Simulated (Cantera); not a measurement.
# Iron carbonyl, mercury and lead vapours: HgO + N2 + NH3

A closed system holds: 1 mol HgO, 14 mol N2, 0.017 mol NH3, held at 101000 Pa.

These are equilibrium values from Cantera (NASA tables, ideal gas, pure condensed phases), not measurements of a reactor. Candidate condensed phases: H2O, Hg, HgO; 25 gas species. Kinetics and transport are ignored.

At 327 °C the condensed part is HgO(s). From 427 °C to 1027 °C nothing is condensed. The main Hg-bearing gas is Hg throughout.

```
T (°C)   x N2    x Hg    x O2    x H2O      x NO  n HgO(s)
------  -----  ------  ------  -------  --------  --------
327     0.961  0.0257  0.0120  0.00175   5.43e-9     0.625
427     0.903  0.0644  0.0314  0.00164   1.17e-7         0
527     0.903  0.0644  0.0314  0.00164   8.29e-7         0
627     0.903  0.0644  0.0314  0.00164   3.82e-6         0
727     0.903  0.0644  0.0314  0.00164   1.29e-5         0
827     0.903  0.0644  0.0314  0.00164   3.52e-5         0
927     0.902  0.0644  0.0314  0.00164   8.09e-5         0
1027    0.902  0.0644  0.0313  0.00164  0.000164         0
```
x: gas mole fraction; n: condensed amount in mol.
